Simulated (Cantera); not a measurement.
An adiabatic, constant-volume homogeneous reactor starts with C3H8 : O2 : N2 : H2O = 1 : 4.55 : 17.1 : 0.57 (molar parts), equivalence ratio 1.1, at 1650 K and 89000 Pa. Integrator tolerance rtol = 1e-08.

Detailed kinetics in Cantera: GRI-Mech 3.0 (53 species, 325 reactions). GRI-Mech 3.0 was tuned for natural gas; its chemistry of propane as a main component is partial and can be far from experiment.

Problem. What does this change do: constant pressure in place of constant volume?

Solution. 
```tsv
quantity	before	after
time of steepest temperature rise	26.6 µs	30.2 µs
temperature at 7.00 s	2955 K	2793 K
equilibrium temperature	2955 K	2793 K
x(C3H8) at 7.00 s	<1e-12 (gas-phase equilibrium <1e-12)	<1e-12 (gas-phase equilibrium <1e-12)
x(O2) at 7.00 s	0.0182 (gas-phase equilibrium 0.0182)	0.0164 (gas-phase equilibrium 0.0164)
x(H2O) at 7.00 s	0.127 (gas-phase equilibrium 0.127)	0.136 (gas-phase equilibrium 0.136)
x(CH2O) at 7.00 s	1.38e-9 (gas-phase equilibrium 1.38e-9)	5.49e-10 (gas-phase equilibrium 5.49e-10)
x(CH4) at 7.00 s	<1e-12 (gas-phase equilibrium <1e-12)	<1e-12 (gas-phase equilibrium <1e-12)
x(OH) at 7.00 s	0.0254 (gas-phase equilibrium 0.0254)	0.0208 (gas-phase equilibrium 0.0208)
```

Problem. What does this change do: pressure from 89000 Pa to 101000 Pa?

Solution. 
```json
[
 {"quantity": "time of steepest temperature rise", "before": "26.6 µs", "after": "24.2 µs"},
 {"quantity": "temperature at 7.00 s", "before": "2955 K", "after": "2968 K"},
 {"quantity": "equilibrium temperature", "before": "2955 K", "after": "2968 K"},
 {"quantity": "x(C3H8) at 7.00 s", "before": "<1e-12 (gas-phase equilibrium <1e-12)", "after": "<1e-12 (gas-phase equilibrium <1e-12)"},
 {"quantity": "x(O2) at 7.00 s", "before": "0.0182 (gas-phase equilibrium 0.0182)", "after": "0.0180 (gas-phase equilibrium 0.0180)"},
 {"quantity": "x(H2O) at 7.00 s", "before": "0.127 (gas-phase equilibrium 0.127)", "after": "0.127 (gas-phase equilibrium 0.127)"},
 {"quantity": "x(CH2O) at 7.00 s", "before": "1.38e-9 (gas-phase equilibrium 1.38e-9)", "after": "1.55e-9 (gas-phase equilibrium 1.55e-9)"},
 {"quantity": "x(CH4) at 7.00 s", "before": "<1e-12 (gas-phase equilibrium <1e-12)", "after": "<1e-12 (gas-phase equilibrium <1e-12)"},
 {"quantity": "x(OH) at 7.00 s", "before": "0.0254 (gas-phase equilibrium 0.0254)", "after": "0.0253 (gas-phase equilibrium 0.0253)"}
]
```
